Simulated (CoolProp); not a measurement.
Saturation properties of n-undecane (Tc = 638.8 K, pc = 1.990 MPa, ω = 0.539).

Values from CoolProp's reference Helmholtz-energy equation of state, Aleksandrov 2011. It is a short technical equation, of lower accuracy than the large ones.

| T (K) | p (MPa) | liquid density (kg/m³) | vapour density (kg/m³) | surface tension (mN/m) |
|---|---|---|---|---|
| 323.1 | 0.0003239 | 717.4 | 0.01887 | 21.9 |
| 346.6 | 0.001244 | 699.5 | 0.06772 | 19.8 |
| 370.1 | 0.003869 | 681.4 | 0.1979 | 17.7 |
| 393.6 | 0.01016 | 662.9 | 0.4923 | 15.7 |
| 417.1 | 0.02330 | 644.0 | 1.077 | 13.8 |
| 440.5 | 0.04772 | 624.4 | 2.124 | 11.9 |
| 464 | 0.08964 | 603.8 | 3.878 | 10.0 |
| 487.5 | 0.1564 | 582.0 | 6.651 | 8.31 |
| 511 | 0.2570 | 558.5 | 10.88 | 6.65 |
| 534.5 | 0.4015 | 532.8 | 17.19 | 5.08 |
| 557.9 | 0.6012 | 503.9 | 26.60 | 3.63 |
| 581.4 | 0.8725 | 469.9 | 41.14 | 2.31 |
| 604.9 | 1.234 | 426.7 | 65.56 | 1.15 |

It boils at 468.9 K under 1 atm.

Surface tension comes from a separate correlation (Mulero 2014).
